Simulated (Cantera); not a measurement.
Input: 1 mol PbO, 9 mol CO, 0.42 mol H2, equilibrated at 1 atm.

Method: chemical equilibrium by Gibbs-energy minimisation in Cantera with the NASA 1993 tables (ideal gas, pure condensed phases). Candidate condensed phases: C, C6H6, C7H8, C8H18, H2O, Pb, PbO, PbO2, Pb3O4; 113 gas species. Gases not in the tables: (PbO)n polymers. Kinetics and transport are ignored. All values below are at 2175 K.

Base state: CO 0.782, Pb 0.0954, CO2 0.0814, H2 0.0259, H2O 0.0140, H 0.000780, PbO 0.000424, OH 5.67e-5 (mole fractions); condensed: gas only.

### Question
What changes in the equilibrium state with this change: CO from 9 to 3.2 mol?

### Answer
```csv
species,before,after
CO,0.782,0.534
Pb,0.0954,0.213
CO2,0.0814,0.159
H2O,0.0140,0.0548
H2,0.0259,0.0355
PbO,0.000424,0.00271
Pb2,3.27e-5,0.000163
```
